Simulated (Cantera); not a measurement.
An isothermal plug-flow reactor at 700 K and 180000 Pa (inlet), inlet velocity 0.44 m/s, active area per volume 530 1/m; feed H₂ : O₂ : N₂ = 0.025 : 0.065 : 0.79 (molar parts).

Model: Deutschmann's 1995 Pt surface mechanism with GRI-Mech 3.0 gas chemistry, integrated in Cantera. Catalytic surfaces can have several steady states; this one follows from the mechanism file's or the stated starting coverage. Mass transfer to the wall is taken as infinitely fast.

**Question.** What does this change do: temperature 700 to 625 K?

**Answer.** 
| quantity | before | after |
|---|---|---|
| x(H₂) at z = 0.0069 m | 5.90e-5 | 0.000136 |
| x(O₂) at z = 0.0069 m | 0.0605 | 0.0606 |
| x(H₂O) at z = 0.0069 m | 0.0288 | 0.0287 |
| θ(free Pt) at the exit | 0.00813 | 0.00425 |
| θ(O*) at the exit | 0.988 | 0.991 |
| θ(OH*) at the exit | 0.00398 | 0.00510 |

**Question.** What does this change do: temperature 700 to 650 K?

**Answer.** 
| quantity | before | after |
|---|---|---|
| x(H₂) at z = 0.0069 m | 5.90e-5 | 0.000120 |
| x(O₂) at z = 0.0069 m | 0.0605 | 0.0606 |
| x(H₂O) at z = 0.0069 m | 0.0288 | 0.0287 |
| θ(free Pt) at the exit | 0.00813 | 0.00477 |
| θ(O*) at the exit | 0.988 | 0.991 |
| θ(OH*) at the exit | 0.00398 | 0.00441 |

**Question.** What does this change do: temperature 700 to 775 K?

**Answer.** 
| quantity | before | after |
|---|---|---|
| x(H₂) at z = 0.0069 m | 5.90e-5 | 1.12e-6 |
| x(O₂) at z = 0.0069 m | 0.0605 | 0.0605 |
| x(H₂O) at z = 0.0069 m | 0.0288 | 0.0288 |
| θ(free Pt) at the exit | 0.00813 | 0.0248 |
| θ(O*) at the exit | 0.988 | 0.971 |
| θ(OH*) at the exit | 0.00398 | 0.00433 |
